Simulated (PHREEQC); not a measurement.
A solution holds 0.0028 mol KBr, 0.00015 mol LiOH and 0.00012 mol Pb(BF4)2 per kg of water, at 93 °C. Closed to the air; pH follows from the charge balance.

Equilibrium calculation in PHREEQC: ion-association model, wateq4f.dat.

| quantity | before | after |
|---|---|---|
| pH | 3.85 | 7.02 |
| ionic strength (mol/kgw) | 0.00341 | 0.00304 |

What was changed between the two runs?
A. Pb(BF4)2 left out
B. 0.0001 mol/kgw Al2(SO4)3 added
C. LiOH replaced by LiNO3 at the same molality
D. KBr from 0.0028 to 0.00056 mol/kgw
E. Pb(BF4)2 replaced by NH4HF2 at the same molality

E, Pb(BF4)2 replaced by NH4HF2 at the same molality

No solid was allowed to form. At this temperature some constants are extrapolated from 25 °C, and those without enthalpy data are left unchanged. Real BF4- forms and hydrolyses slowly; the run takes it at equilibrium.
